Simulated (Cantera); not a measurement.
A freely propagating, adiabatic, planar premixed flame of H₂ : O₂ : N₂ = 1 : 0.735 : 2.35 (molar parts), unburnt at 425 K and 97.5 Torr; mixture-averaged transport, grid criteria slope 0.08 and curve 0.16, no radiation.

Computed with Cantera and the H2/O2 subset of GRI-Mech 3.0, which has no nitrogen chemistry. Burning velocities carry a grid error of a few per cent, more on coarse grids. Lean hydrogen flames are cellular in practice and burn faster than this planar one.

**Question.** What does this change do: H2 1 to 0.76 parts?

**Answer.** 
| quantity | before | after |
|---|---|---|
| laminar burning velocity | 285 cm/s | 208 cm/s |
| thermal thickness | 5.45 mm | 5.09 mm |
| peak x(H₂O₂) | 1.35e-5 | 1.42e-5 |
| peak x(HO₂) | 0.000110 | 0.000108 |
| peak x(H) | 0.0524 | 0.0305 |
| peak x(OH) | 0.0161 | 0.0101 |
